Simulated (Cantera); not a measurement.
Standard-state values (1 bar) from the NASA 1993 polynomials, evaluated with Cantera. Values are per mole of reaction as written; species without (g) are pure solids or liquids, kept so even where they would boil at 1 bar.

Between 573 and 1073 K, where is each reaction favourable under standard conditions?
- SO₂(g) + S + 2 C → 2 COS(g)
- COS(g) + CO(g) → SO₂(g) + 2 C


- SO₂(g) + S + 2 C → 2 COS(g): ΔG° is -77 kJ at 573 K and -154 kJ at 1073 K; it stays negative (K > 1). ΔH° is 8 kJ and ΔS° 151 J/K at 1073 K.
- COS(g) + CO(g) → SO₂(g) + 2 C: ΔG° is 50 kJ at 573 K and 137 kJ at 1073 K; it stays positive (K < 1). ΔH° is -47 kJ and ΔS° -171 J/K at 1073 K.
